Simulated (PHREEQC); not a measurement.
0.5 g of hydrous ferric oxide (600 m²/g; 0.2 weak and 0.005 strong sites per Fe, Dzombak-Morel constants, diffuse double layer) in 1 kg of water with 0.05 mol/kgw of an inert sodium salt, at 25 °C; the pH is set by adding NaOH or the inert anion's acid. Oxygen is held at 0.21 atm. CO2 from the air is kept out. No solid was allowed to form.

Equilibrium calculation in PHREEQC: ion-association model, wateq4f.dat.

```
pH     surface charge σ (C/m²)  surface potential ψ (mV)
-----  -----------------------  ------------------------
3                        0.357                       169
3.67                     0.323                       164
4.33                     0.258                       153
5                        0.181                       135
5.67                     0.115                       112
6.33                     0.067                        86
7                        0.034                        56
7.67                     0.012                        22
8.33                    -0.006                       -11
9                       -0.026                       -45
9.67                    -0.055                       -76
10.33                   -0.097                      -104
11                      -0.158                      -128
```

The oxide is taken as insoluble; below pH 4 it would dissolve.
